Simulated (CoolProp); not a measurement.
The fluid at 298.15 K and 8.15 MPa is throttled through a valve to 5.49 MPa with no heat exchange. The same conditions are run with several fluids, on thermodynamics alone (safety and materials aside).

Values from CoolProp's reference Helmholtz-energy equation of state of each fluid (c-C4F8 (RC318): Platzer 1990; n-nonane: Lemmon 2006; R124: de Vries 1995; R113: Marx 1992; sulfur hexafluoride: Guder 2009). The equations of Platzer and Polt are older, rougher fits.

```
fluid                temperature change (K)  final density (kg/m³)
-------------------  ----------------------  ---------------------
c-C4F8 (RC318)                         +0.5                   1530
n-nonane                               +1.2                    718
R124                                   +0.6                   1380
R113                                   +1.1                   1580
sulfur hexafluoride                    -0.8                   1450
```
